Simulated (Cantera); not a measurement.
## Hydrocarbon pyrolysis for carbon deposition

An isothermal, constant-pressure homogeneous reactor starts with 13.5 % CH4, 86.5 % N2, at 1750 K and 13300 Pa.

Computed with Cantera and GRI-Mech 3.0 (53 species, 325 reactions). GRI-Mech 3.0 stops at C3 and has no aromatics, soot or wall deposition, so with more carbon than oxygen in the feed, carbon stays in small species such as C2H2 where larger ones or solid carbon would form.

| t (s) | x CH4 | x CH3 | x H2 | x CH2 | x C2H2 |
|---|---|---|---|---|---|
| 3.00e-6 | 0.135 | 2.19e-6 | 7.85e-7 | 3.00e-12 | <1e-12 |
| 1.60e-5 | 0.135 | 1.43e-5 | 6.78e-6 | 1.26e-10 | <1e-12 |
| 8.57e-5 | 0.135 | 7.93e-5 | 3.95e-5 | 2.85e-9 | 2.47e-10 |
| 0.000458 | 0.135 | 0.000417 | 0.000246 | 6.67e-8 | 2.58e-7 |
| 0.00245 | 0.129 | 0.00180 | 0.00529 | 1.06e-6 | 0.000263 |
| 0.0131 | 0.0689 | 0.00148 | 0.0834 | 1.37e-6 | 0.0255 |
| 0.0700 | 0.0179 | 0.000444 | 0.154 | 5.40e-7 | 0.0512 |
| 0.374 | 0.00267 | 7.88e-5 | 0.175 | 1.22e-7 | 0.0583 |
| 2.00 | 0.000453 | 1.39e-5 | 0.178 | 2.27e-8 | 0.0593 |
x: mole fraction; the columns are a selection and need not sum to one.

Equilibrium at this temperature and pressure: CH4 0.000125, CH3 3.85e-6, H2 0.178, CH2 6.32e-9, C2H2 0.0219 (gas phase only).
